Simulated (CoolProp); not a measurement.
Aqueous calcium chloride as a coolant, 21 % by mass, freezing at -20.0 °C, 1 atm.

Computed with CoolProp (Melinder's fits for secondary coolants).

| T (°C) | viscosity (mPa s) | conductivity (W/(m K)) | Prandtl number | cp (kJ/(kg K)) |
|---|---|---|---|---|
| -7.6 | 4.19 | 0.534 | 23.5 | ___ |
| 4.1 | ___ | 0.550 | 16.3 | 3.027 |
| 15.8 | 2.21 | 0.567 | ___ | ___ |
| 27.6 | 1.71 | 0.584 | 9.05 | 3.087 |
| 39.3 | 1.37 | ___ | 7.09 | 3.110 |

Problem. Fill in the missing entries.

Solution. 
- -7.6, cp (kJ/(kg K)): 2.990
- 4.1, viscosity (mPa s): 2.97
- 15.8, Prandtl number: 11.9
- 15.8, cp (kJ/(kg K)): 3.059
- 39.3, conductivity (W/(m K)): 0.602
